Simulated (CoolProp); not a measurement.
Vapour-liquid equilibrium of propylene (1) + 1-butene (2) at 243.2 K; x and y are mole fractions of (1).

The numbers come from the multi-fluid Helmholtz-energy mixture model, Lemmon 2013 and Lemmon 2005; pair parameters Bell 2016 in CoolProp.

Task: Give the bubble pressure and the first vapour's composition at x = 0.05, 0.2, 0.35. Is there an azeotrope?

Result: x = 0.05: 0.04493 MPa, y = 0.228; x = 0.2: 0.07077 MPa, y = 0.581; x = 0.35: 0.09671 MPa, y = 0.747. No azeotrope shows between x = 0.05 and 0.95.

The pair parameters rest on a limited set of measurements; away from them the model extrapolates.
